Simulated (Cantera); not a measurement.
Charge: 1 mol SiH₂Cl₂, a varied amount of C₂H₄, 1300 mol H₂, at 1673.15 K and 0.300 bar.

These are equilibrium values from Cantera (NASA tables, ideal gas, pure condensed phases), not measurements of a reactor. Candidate condensed phases: C, C₆H₆, C₇H₈, C₈H₁₈, Si, SiC; 109 gas species. Mutual solubility and eutectic melting of coexisting phases are not modelled. Gases not in the tables: Si₂H₆ and higher silanes. Equilibrium is a limit: real reactors are often held back by kinetics, nucleation or transport.

x: gas mole fraction; n: condensed amount in mol.

```tsv
n(C₂H₄) (mol)	x H₂	x HCl	x CH₄	x H	x C₂H₂ (acetylene)	n Si(s)	n SiC(s)
0.011	0.998	0.00152	4.85e-6	0.000208	1.02e-8	0.955	0.0156
0.02	0.998	0.00152	4.85e-6	0.000208	1.02e-8	0.937	0.0336
0.036	0.998	0.00152	4.85e-6	0.000208	1.02e-8	0.905	0.0656
0.066	0.998	0.00152	4.85e-6	0.000208	1.02e-8	0.845	0.126
0.12	0.998	0.00152	4.85e-6	0.000208	1.02e-8	[?]	0.234
0.22	0.998	0.00152	4.85e-6	0.000208	1.02e-8	[?]	0.434
0.39	0.998	0.00152	4.85e-6	0.000208	1.02e-8	[?]	0.774
0.71	0.998	0.00153	0.000261	0.000208	2.96e-5	[?]	0.999
```

Some entries are withheld; supply them.


- 0.12, n Si(s): 0.737
- 0.22, n Si(s): 0.537
- 0.39, n Si(s): 0.197
- 0.71, n Si(s): 0
